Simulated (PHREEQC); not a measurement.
A PHREEQC input (ion-association model, phreeqc.dat):

```
SOLUTION 1
  temp 40
  units mg/L
  pH 12.5
  pe -1.1
  Na 2540
  K 181
  Ca 33.3
  Mg 205
  Cl 2600
  S(6) 2750 as SO4
  Alkalinity 19 as HCO3
  Si 6.04 as SiO2
  Mn(2) 13.2
  B 0.205
  Sr 24.2
END
USE solution 1
EQUILIBRIUM_PHASES 1
  Quartz 0 0.5
  Gypsum 0 0
  CO2(g) -3.4 10
END
```

It stops with these messages:

```
WARNING: Maximum iterations exceeded, 100
WARNING: Maximum iterations exceeded, 100
WARNING: The program has failed to converge to a numerical solution.
ERROR:           Alkalinity has not converged. Total: 3.141772e-04	Calculated: 1.399479e-01	Residual: -1.396338e-01
ERROR: Is non-carbonate alkalinity greater than total alkalinity?
ERROR:                    B has not converged. Total: 1.913441e-05	Calculated: 1.911906e-05	Residual: 1.534196e-08
ERROR:                   Ca has not converged. Total: 8.383075e-04	Calculated: 3.971975e-04	Residual: 4.411099e-04
ERROR:                   Cl has not converged. Total: 7.399582e-02	Calculated: 1.042488e-01	Residual: -3.025299e-02
ERROR:                    K has not converged. Total: 4.670533e-03	Calculated: 3.865166e-03	Residual: 8.053662e-04
ERROR:                   Mg has not converged. Total: 8.507853e-03	Calculated: 7.450975e-03	Residual: 1.056878e-03
ERROR:                Mn(2) has not converged. Total: 2.424309e-04	Calculated: 2.363325e-04	Residual: 6.098380e-06
ERROR:                   Na has not converged. Total: 1.114770e-01	Calculated: 9.739451e-02	Residual: 1.408250e-02
ERROR:                 S(6) has not converged. Total: 2.888410e-02	Calculated: 1.613961e-02	Residual: 1.274449e-02
ERROR:                   Si has not converged. Total: 1.014291e-04	Calculated: 1.010893e-04	Residual: 3.398173e-07
ERROR:                   Sr has not converged. Total: 2.786756e-04	Calculated: 1.200086e-04	Residual: 1.586670e-04
ERROR:                   Mu Ionic strength has not converged. 	Residual: 6.340013e-05
ERROR:               A(H2O) Activity of water has not converged. 	Residual: 6.089119e-03
ERROR: Model failed to converge for initial solution  1.
```

Question: What went wrong, and how is it mended?

Answer: The fault: pH typed as 12.5 with the alkalinity kept. The line should read `pH 6.46` where the input has `pH 12.5`. With the mend the run ends at pH 7.64 and ionic strength 0.148 mol/kgw.
